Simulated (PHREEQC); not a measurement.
Ultrapure water in contact with air or piping

A made-up water analysis in mg/L, 25 °C, pH 5.78, pe 1.5: Na 0.36; K 0.243; Ca 0.163; Mg 0.188; Cl 0.0315; S(6) as SO4 0.427; Alkalinity as HCO3 2.25; Br 0.104; Mn(2) 0.00536; N(-3) as NH4 8.93e-05.

Valence states are taken as typed.

All values are PHREEQC results (ion-association model, wateq4f.dat), not measurements.

Precipitation was switched off in this run.

Q: Predict the charge-balance error.

A: charge-balance error -2.4 %.

Q: In which forms is C present?

A: CO2 79 %, HCO3- 21 % of the C.

Species that the database lacks are ignored.
